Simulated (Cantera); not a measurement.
A perfectly stirred reactor is fed with H2 : O2 : N2 = 1 : 0.847 : 7.8 (molar parts), at 5400 Torr; it is adiabatic with a 625 K inlet, and is followed from long to short residence time, starting on the burning branch (τ in s: 0.13, 0.048, 0.018, 0.0067, 0.0025, 0.00093, 0.00035, 0.00013, 4.8e-05, 1.8e-05, 6.8e-06).

Cantera simulation using GRI-Mech 3.0 (53 species, 325 reactions); the numbers are that mechanism's predictions, not measurements. The hydrogen kinetics of GRI-Mech 3.0 are dated; newer H2 mechanisms differ, most at raised pressure.

x: mole fraction; the columns are a selection and need not sum to one.

```tsv
τ (s)	T (K)	x H2	x O2	x N2O	x H	x NO	x O	x HO2
0.13	1418	7.69e-5	0.0380	…	4.48e-7	5.23e-7	2.35e-6	3.73e-6
0.048	1418	0.000164	0.0380	…	1.17e-6	5.85e-7	4.57e-6	7.67e-6
0.018	1416	0.000343	0.0381	1.88e-6	3.01e-6	5.91e-7	9.19e-6	1.50e-5
0.0067	1414	0.000700	0.0382	1.86e-6	7.77e-6	5.41e-7	1.90e-5	2.73e-5
0.0025	1408	0.00137	0.0385	…	1.98e-5	4.84e-7	3.89e-5	4.55e-5
0.00093	1399	0.00259	0.0390	…	4.97e-5	4.71e-7	7.69e-5	6.94e-5
0.00035	1381	0.00490	0.0401	…	0.000120	5.19e-7	0.000140	9.89e-5
0.00013	1327	0.0123	0.0436	…	0.000253	4.21e-7	0.000185	0.000150
4.8e-5	625	0.104	0.0878	<1e-12	<1e-12	<1e-12	<1e-12	<1e-12
1.8e-5	625	0.104	0.0878	<1e-12	<1e-12	<1e-12	<1e-12	<1e-12
6.8e-6	625	0.104	0.0878	<1e-12	<1e-12	<1e-12	<1e-12	<1e-12
```

Problem. What belongs in the gaps?

Solution. 
- 0.13, x N2O: 1.16e-6
- 0.048, x N2O: 1.61e-6
- 0.0025, x N2O: 1.62e-6
- 0.00093, x N2O: 1.28e-6
- 0.00035, x N2O: 9.21e-7
- 0.00013, x N2O: 4.63e-7
